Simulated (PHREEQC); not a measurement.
Dissolve 0.0055 mol/kgw Li2CO3 at 20 °C. Closed to the air; pH follows from the charge balance.

Computed with PHREEQC (ion-association model, wateq4f.dat).

| Quantity | Value |
|---|---|
| pH | 11.00 |
| ionic strength | 0.0157 mol/kgw |
| total alkalinity | 11.0 meq/kg |

```tsv
species	molality	activity	log γ
Li+	0.0110	0.00978	-0.051
CO3-2	0.00472	0.00293	-0.208
OH-	0.000777	0.000684	-0.055
HCO3-	0.000777	0.000690	-0.052
CO2	1.64e-8	1.65e-8	0.002
```

No solid was allowed to form.
